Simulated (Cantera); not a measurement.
**Abatement and gas-phase synthesis: HBr + H₂O + H₂**

Input: 1 mol HBr, 0.078 mol H₂O, 0.62 mol H₂, at 8.70 bar.

Cantera equilibrium calculation (NASA polynomials, part measured and part estimated; ideal gas, pure solids and liquids). Candidate condensed phases: Br₂, H₂O; 12 gas species. The numbers say what is thermodynamically allowed, not how fast it happens.

```csv
T (K),x HBr,x H₂,x Br,x H,x H₂O,x OH,x Br₂
2000,0.572,0.369,0.0126,0.000335,0.0456,4.14e-6,0.000277
2100,0.563,0.371,0.0193,0.000644,0.0455,9.39e-6,0.000366
2200,0.551,0.374,0.0283,0.00117,0.0452,1.97e-5,0.000463
2300,0.536,0.377,0.0398,0.00201,0.0449,3.87e-5,0.000563
2400,0.517,0.381,0.0538,0.00333,0.0446,7.16e-5,0.000660
2500,0.495,0.385,0.0702,0.00529,0.0441,0.000126,0.000747
2600,0.470,0.389,0.0888,0.00811,0.0435,0.000210,0.000817
2700,0.442,0.393,0.109,0.0121,0.0428,0.000337,0.000867
2800,0.413,0.396,0.131,0.0175,0.0420,0.000521,0.000894
2900,0.382,0.398,0.153,0.0246,0.0410,0.000777,0.000899
3000,0.351,0.399,0.174,0.0338,0.0399,0.00112,0.000883
3100,0.320,0.398,0.196,0.0454,0.0387,0.00158,0.000850
3200,0.290,0.394,0.216,0.0598,0.0372,0.00216,0.000804
```
x: gas mole fraction; nothing condenses.

From 2000 K to 3200 K nothing is condensed.
